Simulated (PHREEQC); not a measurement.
K2CO3 is added in steps, without added water, to 1 kg of water holding 9 mmol/kgw CdCl2 and 0.069 mmol/kgw NiCl2, at 25 °C. Oxygen is held at 0.21 atm. CO2 is held at log p = -2 (atm). The run lets Cd(OH)2, Otavite, CdOHCl, Ni(OH)2, NiCO3 precipitate or redissolve, and no other solid.

Base run: PHREEQC, ion-association model, wateq4f.dat. Each further column changes one thing. The table gives Cd in solution (mol/kgw).

```
K2CO3 added (mol)      base  Davies equation for every ion  metal-ligand complexes left out  Debye-Hückel limiting law  all activity coefficients set to 1
-----------------  --------  -----------------------------  -------------------------------  -------------------------  ----------------------------------
0                   0.00900                        0.00900                          0.00900                    0.00900                             0.00900
0.008438           0.000632                       0.000632                         0.000610                        [?]                            0.000618
0.01519             1.01e-7                        1.02e-7                          4.58e-8                        [?]                             5.83e-8
0.02363             2.44e-8                        2.48e-8                              [?]                    3.14e-8                             1.34e-8
0.03037             1.50e-8                        1.52e-8                          5.36e-9                    2.03e-8                             8.23e-9
0.03881             1.17e-8                        1.18e-8                          3.17e-9                    1.63e-8                             6.54e-9
0.04556             1.14e-8                        1.14e-8                              [?]                    1.61e-8                             6.51e-9
0.054               1.24e-8                        1.23e-8                          1.71e-9                        [?]                             7.26e-9
```

Fill in the missing entries.


- 0.008438, Debye-Hückel limiting law: 0.000635
- 0.01519, Debye-Hückel limiting law: 1.20e-7
- 0.02363, metal-ligand complexes left out: 1.00e-8
- 0.04556, metal-ligand complexes left out: 2.33e-9
- 0.054, Debye-Hückel limiting law: 1.76e-8

The database's cadmium carbonate complexes are estimates of doubtful size. The database's nickel carbonate constants are estimates that later reviews lower a good deal. The database's Ni(OH)2 is the aged solid; a fresh precipitate is more soluble.
